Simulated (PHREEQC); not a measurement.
Make-up at 25 °C and 100 atm: 15 mmol/kgw ZnCl2 and 0.26 mmol/kgw KCl. Closed to the air; pH follows from the charge balance.

Computed with PHREEQC (ion-association model, phreeqc.dat).

Each row changes one thing in this solution. Precipitation was switched off in this run.

```json
[
 {"case": "as made", "pH": "5.45", "ionic strength (mol/kgw)": "0.0441", "Zn+2 (mol/kgw)": "0.0144", "ZnCl+ (mol/kgw)": "0.000571", "ZnCl2 (mol/kgw)": "8.05e-6", "ZnOH+ (mol/kgw)": "2.51e-6"},
 {"case": "ZnCl2 replaced by Zn(NO3)2 at the same molality", "pH": "5.55", "ionic strength (mol/kgw)": "0.0452", "Zn+2 (mol/kgw)": "0.0150", "ZnCl+ (mol/kgw)": "5.07e-6", "ZnCl2 (mol/kgw)": "6.11e-10", "ZnOH+ (mol/kgw)": "3.26e-6"},
 {"case": "KCl from 0.00026 to 0.0026 mol/kgw", "pH": "5.44", "ionic strength (mol/kgw)": "0.0464", "Zn+2 (mol/kgw)": "0.0144", "ZnCl+ (mol/kgw)": "0.000606", "ZnCl2 (mol/kgw)": "9.13e-6", "ZnOH+ (mol/kgw)": "2.46e-6"},
 {"case": "KCl replaced by NaCl at the same molality", "pH": "5.45", "ionic strength (mol/kgw)": "0.0441", "Zn+2 (mol/kgw)": "0.0144", "ZnCl+ (mol/kgw)": "0.000571", "ZnCl2 (mol/kgw)": "8.05e-6", "ZnOH+ (mol/kgw)": "2.51e-6"},
 {"case": "diluted 5-fold with water", "pH": "5.79", "ionic strength (mol/kgw)": "0.00898", "Zn+2 (mol/kgw)": "0.00296", "ZnCl+ (mol/kgw)": "3.37e-5", "ZnCl2 (mol/kgw)": "1.17e-7", "ZnOH+ (mol/kgw)": "1.48e-6"},
 {"case": "temperature from 25 to 70 °C", "pH": "4.94", "ionic strength (mol/kgw)": "0.0405", "Zn+2 (mol/kgw)": "0.0126", "ZnCl+ (mol/kgw)": "0.00228", "ZnCl2 (mol/kgw)": "4.84e-5", "ZnOH+ (mol/kgw)": "1.30e-5"}
]
```

Complexes and solids missing from the database can't appear. Under pressure, the constants of complexes without a molar volume in the database are unreliable. Constants without temperature data keep their 25 °C values here.
